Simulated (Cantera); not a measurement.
Feed: 1 mol Si(CH3)4, 0.016 mol C3H8, 470 mol H2, held at 1348 K and 100 Torr.

Method: chemical equilibrium by Gibbs-energy minimisation in Cantera with the NASA 1993 tables (ideal gas, pure condensed phases). Candidate condensed phases: C, C6H6, C7H8, C8H18, Si, SiC; 87 gas species. Kinetics and transport are ignored.

Base state: H2 0.999, CH4 0.000777 (mole fractions); condensed: C(graphite) + SiC(s).

### Question
What changes in the equilibrium state with this change: temperature from 1348 K to 1898 K?

### Answer
```
species             before     after
----------------  --------  --------
H2                   0.999     0.997
H                  6.33e-6   0.00214
C2H2 (acetylene)   1.20e-6  0.000375
CH4               0.000777   7.50e-5
C(graphite), mol      2.68      2.66
SiC(s), mol          1.000     0.997
```
